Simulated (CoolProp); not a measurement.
Nitrous oxide along the isotherm 206.4 K: density (kg/m³) from the reference equation and from simpler models built on Tc = 309.5 K, pc = 7.245 MPa, ω = 0.161; each cubic takes its own stable root.

The numbers come from the reference Helmholtz-energy equation of state, Lemmon 2006 in CoolProp. It is a short technical equation, of lower accuracy than the large ones.

| p (MPa) | phase | reference |
|---|---|---|
| 0.115 | gas | 3.010 |
| 0.168 | gas | 4.441 |
| 0.247 | gas | 6.632 |
| 0.362 | liquid | 1165 |
| 0.532 | liquid | 1165 |
| 0.78 | liquid | 1165 |
| 1.15 | liquid | 1166 |
| 1.68 | liquid | 1167 |
| 2.47 | liquid | 1168 |
| 3.62 | liquid | 1171 |
| 5.32 | liquid | 1174 |
| 7.8 | liquid | 1178 |
| 11.5 | liquid | 1184 |
| 16.8 | liquid | 1192 |
| 24.7 | liquid | 1204 |

Task: How far does each simpler model (van der Waals, Peng-Robinson) lie from the reference over these 15 states: mean and median of the absolute difference, and the worst?

Result: 
- van der Waals: mean 41.9 %, median 36.8 %, worst -99.2 % at 206.4 K and 0.362 MPa
- Peng-Robinson: mean 4.2 %, median 5.1 %, worst +5.6 % at 206.4 K and 24.7 MPa

At some of these states van der Waals gives the other phase, because its saturation line lies elsewhere.
